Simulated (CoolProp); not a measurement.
A single-stage vapour-compression cycle with the fluid: evaporating at 295.15 K (dew point), condensing at 317.15 K (bubble point), superheat 10 K, subcooling 2 K, compressor efficiency 0.6, no pressure losses. The same conditions are run with several fluids, on thermodynamics alone (safety and materials aside).

Computed with CoolProp (reference Helmholtz-energy equation of state of each fluid (n-butane: Bücker 2006; tetrahydrofuran: Fiedler 2023; R1233zd(E): Akasaka 2022; propane: Lemmon 2009; CH2F2 (R32): Tillner-Roth 1997; ammonia: Gao 2020)).

| fluid | cooling COP | pressure ratio | discharge temperature (K) | refrigerating effect (kJ/kg) | volumetric capacity (kJ/m³) |
|---|---|---|---|---|---|
| n-butane | 7.47 | 1.91 | 333.1 | 333 | 1800 |
| tetrahydrofuran | 7.66 | 2.48 | 352.3 | 424 | 230 |
| R1233zd(E) | 7.54 | 2.09 | (withheld) | 176 | 1110 |
| propane | (withheld) | (withheld) | 336.5 | 305 | 5480 |
| CH2F2 (R32) | 6.63 | 1.75 | 354.0 | 251 | 10100 |
| ammonia | (withheld) | 1.90 | 375.5 | 1110 | (withheld) |

**Question.** Fill in the missing entries.

**Answer.** 
- R1233zd(E), discharge temperature (K): 336.1
- propane, cooling COP: 7.00
- propane, pressure ratio: 1.70
- ammonia, cooling COP: 7.18
- ammonia, volumetric capacity (kJ/m³): 7520
